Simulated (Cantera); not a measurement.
**Si + Br2 + H2 (silicon etching in halogen gases)**

A closed system holds: 1 mol Si, a varied amount of Br2, 9.5 mol H2, held at 500 °C and 1.60 mbar.

Cantera equilibrium calculation (NASA polynomials, part measured and part estimated; ideal gas, pure solids and liquids). Candidate condensed phases: Br2, Si; 19 gas species. The tables' values for SiBr3 are old estimates; treat these amounts as uncertain. Kinetics and transport are ignored.

```json
[
 {"n(Br2) (mol)": "0.62", "log p H2": "-2.81", "log p HBr": "-4.88", "log p SiBr4": "-4.34", "log p SiHBr3": "-5.74", "log p SiBr2": "-7.24", "log p SiBr3": "-7.48", "log p SiH2Br2": "-7.47", "n Si(s)": "0.707"},
 {"n(Br2) (mol)": "1.8", "log p H2": "-2.84", "log p HBr": "-4.78", "log p SiBr4": "-3.88", "log p SiHBr3": "-5.41", "log p SiBr2": "-7.01", "log p SiBr3": "-7.14", "log p SiH2Br2": "-7.27", "n Si(s)": "0.120"},
 {"n(Br2) (mol)": "3", "log p H2": "-2.93", "log p HBr": "-3.56", "log p SiBr4": "-3.86", "log p SiHBr3": "-6.69", "log p SiBr2": "-9.52", "log p SiBr3": "-8.38", "log p SiH2Br2": "-9.86", "n Si(s)": "0"},
 {"n(Br2) (mol)": "4.2", "log p H2": "-3.04", "log p HBr": "-3.26", "log p SiBr4": "-3.90", "log p SiHBr3": "-7.14", "log p SiBr2": "-10.27", "log p SiBr3": "-8.77", "log p SiH2Br2": "-10.72", "n Si(s)": "0"},
 {"n(Br2) (mol)": "5.4", "log p H2": "-3.15", "log p HBr": "-3.11", "log p SiBr4": "-3.94", "log p SiHBr3": "-7.45", "log p SiBr2": "-10.73", "log p SiBr3": "-9.02", "log p SiH2Br2": "-11.29", "n Si(s)": "0"},
 {"n(Br2) (mol)": "6.6", "log p H2": "-3.28", "log p HBr": "-3.01", "log p SiBr4": "-3.97", "log p SiHBr3": "-7.71", "log p SiBr2": "-11.08", "log p SiBr3": "-9.22", "log p SiH2Br2": "-11.78", "n Si(s)": "0"},
 {"n(Br2) (mol)": "7.8", "log p H2": "-3.44", "log p HBr": "-2.94", "log p SiBr4": "-4.01", "log p SiHBr3": "-7.97", "log p SiBr2": "-11.41", "log p SiBr3": "-9.39", "log p SiH2Br2": "-12.26", "n Si(s)": "0"},
 {"n(Br2) (mol)": "9", "log p H2": "-3.64", "log p HBr": "-2.89", "log p SiBr4": "-4.04", "log p SiHBr3": "-8.25", "log p SiBr2": "-11.74", "log p SiBr3": "-9.58", "log p SiH2Br2": "-12.80", "n Si(s)": "0"}
]
```
log p: log10 of the partial pressure in bar; n: condensed amount in mol.

From 0.62 mol Br2 to 1.8 mol Br2 the condensed part is Si(s). From 3 mol Br2 to 9 mol Br2 nothing is condensed. The main Si-bearing gas is SiBr4 throughout.
